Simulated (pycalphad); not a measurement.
CALPHAD calculation (pycalphad, COST 507 light-alloy database (1999)), 1 atm. These are 1990s assessments: newer ones move some temperatures and phases. Not assessed as a whole: an extrapolation from subsystems, which can miss ternary compounds. Amounts are mole fractions of atoms. Kinetics are ignored, which matters at the lower temperatures.

Task: Give the equilibrium state of Mg-6.21Si-4.89Y (at.%) at 500 K.

Result: hcp, fraction 0.863, with <0.01 Si, <0.01 Y at.%; SIY, fraction 0.098, with 50.0 Si, 50.0 Y at.%; MG2SI, fraction 0.040, with 33.3 Si, no Y at.%.

Task: Give the equilibrium state of Mg-6.21Si-4.89Y (at.%) at 975 K.

Result: liquid, fraction 0.905, with 1.6 Si, 0.18 Y at.%; SIY, fraction 0.095, with 50.0 Si, 50.0 Y at.%.

Database names, with the compositions (at.%) that they take in these runs: SIY: Si 50 Y 50; MG2SI: Mg 67 Si 33. An entry "none" or "no" means that the model of the phase leaves that element out.
